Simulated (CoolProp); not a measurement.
Saturated liquid density (kg/m³) of hexamethyldisiloxane (MM): the reference equation beside estimates from Tc = 518.7 K, pc = 1.931 MPa, ω = 0.418. Rackett uses Z = 0.29056 − 0.08775 ω.

The numbers come from the reference Helmholtz-energy equation of state, Thol 2016 in CoolProp.

```csv
T (K),reference,Rackett,van der Waals,Redlich-Kwong,Soave-Redlich-Kwong,Peng-Robinson
343.7,709.9,782.4,428.1,624.8,663.9,750.0
349.2,703.6,775.3,424.5,618.4,658.1,743.7
354.7,697.3,768.1,420.8,611.9,652.1,737.2
360.2,690.9,760.8,417.0,605.2,645.9,730.5
365.7,684.4,753.4,413.2,598.4,639.6,723.6
371.2,677.8,745.8,409.3,591.5,633.0,716.4
376.7,671.2,738.1,405.3,584.3,626.2,709.0
382.1,664.5,730.5,401.3,577.2,619.4,701.5
```

Absolute difference from the reference over all 8 rows, mean and median: Rackett 10.1 and 10.1 %, van der Waals 39.6 and 39.6 %, Redlich-Kwong 12.5 and 12.5 %, Soave-Redlich-Kwong 6.6 and 6.5 %, Peng-Robinson 5.7 and 5.7 %.
